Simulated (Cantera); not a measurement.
Charge: 1 mol SiCl4, 0.69 mol NH3, 3.5 mol H2, at 1223.15 K and 6.00 Pa.

Cantera equilibrium calculation (NASA polynomials, part measured and part estimated; ideal gas, pure solids and liquids). The tables' values for SiCl3 are old estimates; treat these amounts as uncertain. Kinetics and transport are ignored.

```tsv
species	before	after
H2	0.498	0.581
HCl	0.377	0.300
N2	0.0207	0.100
SiCl2	0.0894	0.0170
SiCl4	0.00619	0.000639
SiCl3	0.00833	0.00117
SiHCl3	0.000253	3.82e-5
Cl	1.79e-5	1.32e-5
H	2.75e-5	2.97e-5
Si3N4(s), mol	0.104	0.260
```
Gas species are given as mole fractions.

Question: Name the change that produced these shifts.
(A) SiCl4 replaced by SiH2Cl2
(B) pressure from 6.00 Pa to 1.00 bar
(C) temperature from 1223.15 K to 1998.15 K
(D) NH3 from 0.69 to 3.4 mol

Answer: D, NH3 from 0.69 to 3.4 mol
